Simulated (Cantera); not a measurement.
## SiCl₄ + CH₄ + H₂ (silicon carbide growth)

A closed system holds: 1 mol SiCl₄, 2 mol CH₄, 1.1 mol H₂, held at 8100 Pa.

Cantera equilibrium calculation (NASA polynomials, part measured and part estimated; ideal gas, pure solids and liquids). Candidate condensed phases: C, C₆H₆, C₇H₈, C₈H₁₈, Si, SiC; 109 gas species. The tables' values for SiCl₃, SiCl are old estimates; treat these amounts as uncertain. Gases not in the tables: Si₂H₆ and higher silanes. Equilibrium is a limit: real reactors are often held back by kinetics, nucleation or transport.

```
T (K)   x H₂  x HCl  x SiCl₂   x SiCl₄       x H      x Cl  n C(graphite)  n SiC(s)
-----  -----  -----  -------  --------  --------  --------  -------------  --------
1300   0.548  0.402  0.00233    0.0406   2.88e-6   1.78e-6           1.33     0.664
1450   0.492  0.479  0.00855    0.0143   2.33e-5   1.85e-5           1.21     0.792
1600   0.474  0.497   0.0189   0.00366  0.000132  0.000109           1.20     0.800
1750   0.477  0.486   0.0313  0.000893  0.000564  0.000443           1.26     0.743
1900   0.485  0.463   0.0445  0.000239   0.00194   0.00140           1.34     0.662
2050   0.494  0.437   0.0573   7.15e-5   0.00560   0.00366           1.42     0.575
2200   0.499  0.406   0.0686   2.37e-5    0.0140   0.00829           1.49     0.486
2350   0.494  0.371   0.0768   8.36e-6    0.0308    0.0166           1.57     0.378
```
x: gas mole fraction; n: condensed amount in mol.

From 1300 K to 2350 K the condensed part is C(graphite) + SiC(s). The main Si-bearing gas is SiCl₄ at 1300 K and SiCl₂ at 2350 K. The share of Si in condensed phases is highest at 1600 K (80.0 %) and lowest at 2350 K (37.8 %).
